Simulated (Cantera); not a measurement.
Input: 1 mol SiCl₄, 28 mol NO, 0.23 mol H₂, equilibrated at 30.0 Pa.

Cantera equilibrium calculation (NASA polynomials, part measured and part estimated; ideal gas, pure solids and liquids). Candidate condensed phases: H₂O, NH₄Cl, Si, SiO₂, Si₂N₂O, Si₃N₄; 47 gas species. The tables hold silica as quartz up to 1696 K and as liquid above; real silica turns to tridymite and cristobalite and melts near 1996 K. The numbers say what is thermodynamically allowed, not how fast it happens.

Which condensed phases are stable at each of these points (T (K)): 1348, 1398, 1448, 1498, 1548, 1598, 1648, 1698, 1748, 1798, 1848, 1898, 1948, 1998?


```json
[
 {"T (K)": "1348", "condensed phases": "SiO₂(β-quartz)", "Si condensed (%)": "100.0"},
 {"T (K)": "1398", "condensed phases": "SiO₂(β-quartz)", "Si condensed (%)": "100.0"},
 {"T (K)": "1448", "condensed phases": "SiO₂(β-quartz)", "Si condensed (%)": "100.0"},
 {"T (K)": "1498", "condensed phases": "SiO₂(β-quartz)", "Si condensed (%)": "100.0"},
 {"T (K)": "1548", "condensed phases": "SiO₂(β-quartz)", "Si condensed (%)": "100.0"},
 {"T (K)": "1598", "condensed phases": "SiO₂(β-quartz)", "Si condensed (%)": "100.0"},
 {"T (K)": "1648", "condensed phases": "SiO₂(β-quartz)", "Si condensed (%)": "100.0"},
 {"T (K)": "1698", "condensed phases": "SiO₂(condensed)", "Si condensed (%)": "100.0"},
 {"T (K)": "1748", "condensed phases": "SiO₂(condensed)", "Si condensed (%)": "100.0"},
 {"T (K)": "1798", "condensed phases": "SiO₂(condensed)", "Si condensed (%)": "99.8"},
 {"T (K)": "1848", "condensed phases": "SiO₂(condensed)", "Si condensed (%)": "99.4"},
 {"T (K)": "1898", "condensed phases": "SiO₂(condensed)", "Si condensed (%)": "98.0"},
 {"T (K)": "1948", "condensed phases": "SiO₂(condensed)", "Si condensed (%)": "93.2"},
 {"T (K)": "1998", "condensed phases": "SiO₂(l)", "Si condensed (%)": "78.1"}
]
```

From 1348 K to 1648 K the condensed part is SiO₂(β-quartz). From 1698 K to 1948 K the condensed part is SiO₂(condensed). At 1998 K the condensed part is SiO₂(l).
